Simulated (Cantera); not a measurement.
**Stirred combustor or abatement burner**

A perfectly stirred reactor is fed with 27.4 % H2, 15.2 % O2, 57.3 % N2, equivalence ratio 0.90, at 71000 Pa; it is adiabatic with a 550 K inlet, and is followed from long to short residence time, starting on the burning branch (τ in s: 0.16, 0.048, 0.015, 0.0045, 0.0014, 0.00041, 0.00013, 3.8e-05, 1.2e-05, 3.5e-06).

Cantera simulation using the H2/O2 subset of GRI-Mech 3.0, which has no nitrogen chemistry; the numbers are that mechanism's predictions, not measurements.

| τ (s) | T (K) | x H2 | x O2 | x HO2 | x H2O2 | x OH |
|---|---|---|---|---|---|---|
| 0.16 | 2428 | 0.0109 | 0.0197 | 3.18e-6 | 2.10e-7 | 0.0122 |
| 0.048 | 2420 | 0.0115 | 0.0199 | 3.20e-6 | 2.06e-7 | 0.0125 |
| 0.015 | 2398 | 0.0133 | 0.0206 | 3.27e-6 | 1.98e-7 | 0.0133 |
| 0.0045 | 2333 | 0.0180 | 0.0224 | 3.68e-6 | 1.95e-7 | 0.0153 |
| 0.0014 | 2205 | 0.0258 | 0.0259 | 5.28e-6 | 2.40e-7 | 0.0175 |
| 0.00041 | 2004 | 0.0346 | 0.0312 | 9.34e-6 | 4.25e-7 | 0.0180 |
| 0.00013 | 1775 | 0.0414 | 0.0374 | 1.58e-5 | 1.00e-6 | 0.0155 |
| 3.8e-5 | 1505 | 0.0533 | 0.0486 | 2.85e-5 | 2.92e-6 | 0.0104 |
| 1.2e-5 | 550 | 0.274 | 0.152 | <1e-12 | <1e-12 | <1e-12 |
| 3.5e-6 | 550 | 0.274 | 0.152 | <1e-12 | <1e-12 | <1e-12 |
x: mole fraction; the columns are a selection and need not sum to one.
